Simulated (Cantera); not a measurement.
An isothermal, constant-pressure homogeneous reactor starts with 1.04 % H₂, 94.6 % O₂, 4.35 % H₂O, equivalence ratio 0.0055, at 1373 K and 1.13 Torr.

Model: the H2/O2 subset of GRI-Mech 3.0, which has no nitrogen chemistry, integrated in Cantera. Radical loss at walls, strong at low pressure, is not modelled.

x: mole fraction; the columns are a selection and need not sum to one.

```tsv
t (s)	x H₂	x O₂	x O	x HO₂	x H₂O
6.00e-6	0.0104	0.946	1.59e-12	1.13e-10	0.0435
4.80e-5	0.0104	0.946	9.43e-11	9.03e-10	0.0435
0.000383	0.0104	0.946	3.80e-9	___	0.0435
0.00306	0.0104	0.946	8.44e-8	___	0.0435
0.0245	0.00996	0.946	0.000276	___	0.0438
0.196	0.000206	0.937	0.00771	1.35e-7	0.0520
1.57	0.000180	0.938	0.00673	1.26e-7	0.0522
12.5	7.74e-5	0.942	0.00286	___	0.0531
100	6.04e-6	0.945	0.000220	___	0.0539
```

Problem. What belongs in the gaps?

Solution. 
- 0.000383, x HO₂: 7.22e-9
- 0.00306, x HO₂: 5.75e-8
- 0.0245, x HO₂: 3.23e-7
- 12.5, x HO₂: 7.93e-8
- 100, x HO₂: 2.02e-8
